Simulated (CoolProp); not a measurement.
Vapour pressure (bar) of normal hydrogen: the reference equation beside estimates from Tc = -240.0 °C, pc = 12.96 bar, ω = -0.219. Clausius-Clapeyron is anchored at -251.05 °C with a constant enthalpy of vaporisation of 0.8839 kJ/mol.

The numbers come from the reference Helmholtz-energy equation of state, Leachman 2009 in CoolProp.

```tsv
T (°C)	reference	Lee-Kesler	Clausius-Clapeyron	van der Waals	Redlich-Kwong	Soave-Redlich-Kwong	Peng-Robinson
-253.85	(withheld)	0.7289	0.8126	(withheld)	0.1925	0.6757	0.7278
-252.95	(withheld)	0.9646	1.039	1.232	0.3122	0.9154	0.9741
-251.95	1.285	1.286	1.331	1.613	0.5040	1.246	1.311
-251.05	1.633	1.635	1.633	2.018	0.7416	1.608	1.676
-250.15	2.044	2.046	1.971	2.485	1.053	2.036	2.107
-249.15	2.581	2.582	2.390	3.082	1.499	2.597	2.668
-248.25	3.143	3.143	2.805	3.692	2.003	3.184	3.253
-247.25	3.862	3.861	3.307	4.454	(withheld)	3.933	3.997
-246.35	4.602	4.599	3.796	5.220	3.438	4.700	4.758
-245.35	5.535	5.530	4.378	6.163	4.422	5.661	5.710
-244.45	6.481	6.476	4.936	7.097	5.457	6.628	6.668
-243.45	7.661	7.657	5.592	8.232	6.786	7.822	7.851
-242.55	8.848	8.846	6.213	9.344	8.152	9.008	9.027
-241.55	10.32	10.32	6.935	10.68	9.870	10.45	10.46
-240.65	11.80	11.81	7.612	11.98	11.61	11.87	11.88
```

Problem. Complete the blanks.

Solution. 
- -253.85, reference: 0.7283
- -253.85, van der Waals: 0.9453
- -252.95, reference: 0.9636
- -247.25, Redlich-Kwong: 2.691

Absolute difference from the reference over all 15 rows, mean and median: Lee-Kesler 0.1 and 0.1 %, Clausius-Clapeyron 16.4 and 14.4 %, van der Waals 15.5 and 15.3 %, Redlich-Kwong 33.3 and 30.3 %, Soave-Redlich-Kwong 2.2 and 1.8 %, Peng-Robinson 2.3 and 2.6 %.
